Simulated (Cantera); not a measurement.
A Cantera script and its output.

```python
import numpy as np
import cantera as ct

gas = ct.Solution("gri30.yaml")
gas.TPX = 1600, 2400000, {'H2': 1, 'O2': 0.263, 'N2': 0.989, 'H2O': 0.35}
reactor = ct.IdealGasConstPressureReactor(gas, energy="on", clone=False)
net = ct.ReactorNet([reactor])
net.rtol, net.atol = 1e-08, 1e-16
show = ['H2', 'O2', 'H2O', 'NO2', 'H']
times = np.geomspace(9e-06, 7, 13)

steps = ct.SolutionArray(gas, extra=["t"])
rows = []
print(f"{'t/s':>10s}{'T/K':>9s}{'P/Pa':>11s}" + "".join(f"{s:>11s}" for s in show))
for t in times:
    while net.time < t:
        t_next = net.step()
        steps.append(gas.state, t=t_next)
    rows.append([np.interp(t, steps.t, y) for y in (steps.T, steps.P, *steps(*show).X.T)])
    print(f"{t:10.3e}{rows[-1][0]:9.1f}{rows[-1][1]:11.4g}" + "".join(f"{x:11.3e}" for x in rows[-1][2:]))
rate = np.gradient(steps.T, steps.t)
print("integrator steps:", len(steps.t))
if steps.T.max() > steps.T[0] + 200:
    print(f"time of steepest temperature rise: {steps.t[rate.argmax()]:.4e} s")
gas.TPX = 1600, 2400000, {'H2': 1, 'O2': 0.263, 'N2': 0.989, 'H2O': 0.35}
gas.equilibrate("HP")
print(f"equilibrium (HP): T = {gas.T:.1f} K  " + "  ".join(f"{s} {gas[s].X[0]:.3e}" for s in show))
```

Result:

```
       t/s      T/K       P/Pa         H2         O2        H2O        NO2          H
 9.000e-06   2849.2    2.4e+06  1.995e-01  9.824e-05  3.667e-01  3.934e-09  8.910e-03
 2.787e-05   2848.8    2.4e+06  1.996e-01  9.781e-05  3.666e-01  8.859e-09  8.898e-03
 8.631e-05   2847.6    2.4e+06  1.998e-01  9.672e-05  3.664e-01  2.188e-08  8.867e-03
 2.673e-04   2846.1    2.4e+06  2.000e-01  9.532e-05  3.662e-01  3.865e-08  8.828e-03
 8.277e-04   2845.9    2.4e+06  2.000e-01  9.511e-05  3.661e-01  4.123e-08  8.822e-03
 2.563e-03   2845.9    2.4e+06  2.000e-01  9.511e-05  3.661e-01  4.123e-08  8.822e-03
 7.937e-03   2845.9    2.4e+06  2.000e-01  9.511e-05  3.661e-01  4.123e-08  8.822e-03
 2.458e-02   2845.9    2.4e+06  2.000e-01  9.511e-05  3.661e-01  4.123e-08  8.822e-03
 7.612e-02   2845.9    2.4e+06  2.000e-01  9.511e-05  3.661e-01  4.123e-08  8.822e-03
 2.357e-01   2845.9    2.4e+06  2.000e-01  9.511e-05  3.661e-01  4.123e-08  8.822e-03
 7.299e-01   2845.9    2.4e+06  2.000e-01  9.511e-05  3.661e-01  4.123e-08  8.822e-03
 2.260e+00   2845.9    2.4e+06  2.000e-01  9.511e-05  3.661e-01  4.123e-08  8.822e-03
 7.000e+00   2845.9    2.4e+06  2.000e-01  9.511e-05  3.661e-01  4.123e-08  8.822e-03
integrator steps: 1098
time of steepest temperature rise: 9.8528e-07 s
equilibrium (HP): T = 2845.9 K  H2 2.000e-01  O2 9.511e-05  H2O 3.661e-01  NO2 4.123e-08  H 8.822e-03
```

Cantera simulation using GRI-Mech 3.0 (53 species, 325 reactions); the numbers are that mechanism's predictions, not measurements. The hydrogen kinetics of GRI-Mech 3.0 are dated; newer H2 mechanisms differ, most at raised pressure. The pressure lies above the range GRI-Mech 3.0 was tuned for (to about 10 atm).
